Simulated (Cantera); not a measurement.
An isothermal, constant-pressure homogeneous reactor starts with CH₄ : N₂ = 1 : 63 (molar parts), at 1525 K and 825 Torr. Integrator tolerance rtol = 1e-08.

Model: GRI-Mech 3.0 (53 species, 325 reactions), integrated in Cantera. GRI-Mech 3.0 stops at C3 and has no aromatics, soot or wall deposition, so with more carbon than oxygen in the feed, carbon stays in small species such as C2H2 where larger ones or solid carbon would form.

Question: What does this change do: N2 63 to 240 parts?

Answer: 
```
quantity                                             before                                     after
-----------------  ----------------------------------------  ----------------------------------------
x(CH₄) at 2.00 s    0.00300 (gas-phase equilibrium 6.91e-5)  0.000837 (gas-phase equilibrium 2.77e-6)
x(H₂) at 2.00 s       0.0186 (gas-phase equilibrium 0.0230)   0.00494 (gas-phase equilibrium 0.00619)
x(H) at 2.00 s      2.77e-6 (gas-phase equilibrium 3.44e-6)   1.48e-6 (gas-phase equilibrium 1.79e-6)
x(HCN) at 2.00 s     6.88e-8 (gas-phase equilibrium 0.0138)   1.77e-7 (gas-phase equilibrium 0.00400)
x(C₂H₆) at 2.00 s  1.14e-6 (gas-phase equilibrium 7.76e-10)  3.93e-7 (gas-phase equilibrium 4.64e-12)
x(C₂H) at 2.00 s   2.02e-9 (gas-phase equilibrium 2.53e-10)  1.08e-9 (gas-phase equilibrium 4.01e-11)
```

Question: What does this change do: temperature 1525 to 1150 K?

Answer: 
```json
[
 {"quantity": "x(CH₄) at 2.00 s", "before": "0.00300 (gas-phase equilibrium 6.91e-5)", "after": "0.0156 (gas-phase equilibrium 0.00561)"},
 {"quantity": "x(H₂) at 2.00 s", "before": "0.0186 (gas-phase equilibrium 0.0230)", "after": "6.73e-7 (gas-phase equilibrium 0.0145)"},
 {"quantity": "x(H) at 2.00 s", "before": "2.77e-6 (gas-phase equilibrium 3.44e-6)", "after": "3.85e-12 (gas-phase equilibrium 8.63e-9)"},
 {"quantity": "x(HCN) at 2.00 s", "before": "6.88e-8 (gas-phase equilibrium 0.0138)", "after": "<1e-12 (gas-phase equilibrium 0.00809)"},
 {"quantity": "x(C₂H₆) at 2.00 s", "before": "1.14e-6 (gas-phase equilibrium 7.76e-10)", "after": "5.89e-7 (gas-phase equilibrium 1.21e-6)"},
 {"quantity": "x(C₂H) at 2.00 s", "before": "2.02e-9 (gas-phase equilibrium 2.53e-10)", "after": "<1e-12 (gas-phase equilibrium <1e-12)"}
]
```
